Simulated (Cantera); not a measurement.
An adiabatic, constant-pressure homogeneous reactor starts with CH4 : O2 : N2 = 1 : 2.86 : 10.7 (molar parts), at 1673 K and 4.93 atm.

Detailed kinetics in Cantera: GRI-Mech 3.0 (53 species, 325 reactions).

One state of this run: T (K) = 2767; x CH4 = <1e-12; x O2 = 0.0529; x CH2 = <1e-12; x CH2O = 1.26e-10; x N2O = 2.00e-6. x: mole fraction; the columns are a selection and need not sum to one.

### Question
Which value of t (s) does it belong to?
A. 9.00e-6
B. 4.40e-5
C. 0.0555
D. 1.99e-5

### Answer
C, 0.0555
